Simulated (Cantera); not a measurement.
Transport properties of process gases

Gas mixture: 100 % O2, at 0.120 Torr, frozen composition.

Cantera's kinetic-theory transport with the Lennard-Jones parameters of GRI-Mech 3.0, ideal gas; thermal conductivity in the multicomponent form.

```json
[
 {"T (K)": "400", "ρ (kg/m³)": "0.000154", "cp (J/kg/K)": "941.4", "μ (µPa s)": "25.6", "λ (mW/m/K)": "33.9", "Pr": "0.712", "D (cm²/s) NO": "2150", "D (cm²/s) N2": "2190", "D (cm²/s) H": "13500"},
 {"T (K)": "650", "ρ (kg/m³)": "9.47e-5", "cp (J/kg/K)": "1017", "μ (µPa s)": "36.0", "λ (mW/m/K)": "51.6", "Pr": "0.710", "D (cm²/s) NO": "4920", "D (cm²/s) N2": "5010", "D (cm²/s) H": "31100"},
 {"T (K)": "900", "ρ (kg/m³)": "6.84e-5", "cp (J/kg/K)": "1074", "μ (µPa s)": "44.7", "λ (mW/m/K)": "67.7", "Pr": "0.709", "D (cm²/s) NO": "8500", "D (cm²/s) N2": "8650", "D (cm²/s) H": "54000"},
 {"T (K)": "1150", "ρ (kg/m³)": "5.35e-5", "cp (J/kg/K)": "1109", "μ (µPa s)": "52.5", "λ (mW/m/K)": "82.1", "Pr": "0.709", "D (cm²/s) NO": "12800", "D (cm²/s) N2": "13000", "D (cm²/s) H": "81400"},
 {"T (K)": "1400", "ρ (kg/m³)": "4.40e-5", "cp (J/kg/K)": "1134", "μ (µPa s)": "59.7", "λ (mW/m/K)": "95.6", "Pr": "0.708", "D (cm²/s) NO": "17700", "D (cm²/s) N2": "18100", "D (cm²/s) H": "113000"},
 {"T (K)": "1650", "ρ (kg/m³)": "3.73e-5", "cp (J/kg/K)": "1155", "μ (µPa s)": "66.4", "λ (mW/m/K)": "108", "Pr": "0.708", "D (cm²/s) NO": "23300", "D (cm²/s) N2": "23700", "D (cm²/s) H": "148000"},
 {"T (K)": "1900", "ρ (kg/m³)": "3.24e-5", "cp (J/kg/K)": "1174", "μ (µPa s)": "72.7", "λ (mW/m/K)": "121", "Pr": "0.707", "D (cm²/s) NO": "29400", "D (cm²/s) N2": "30000", "D (cm²/s) H": "188000"},
 {"T (K)": "2150", "ρ (kg/m³)": "2.86e-5", "cp (J/kg/K)": "1192", "μ (µPa s)": "78.8", "λ (mW/m/K)": "133", "Pr": "0.707", "D (cm²/s) NO": "36100", "D (cm²/s) N2": "36800", "D (cm²/s) H": "230000"},
 {"T (K)": "2400", "ρ (kg/m³)": "2.57e-5", "cp (J/kg/K)": "1209", "μ (µPa s)": "84.6", "λ (mW/m/K)": "145", "Pr": "0.707", "D (cm²/s) NO": "43300", "D (cm²/s) N2": "44100", "D (cm²/s) H": "276000"}
]
```
D: mixture-averaged diffusion coefficient of that species in the mixture.
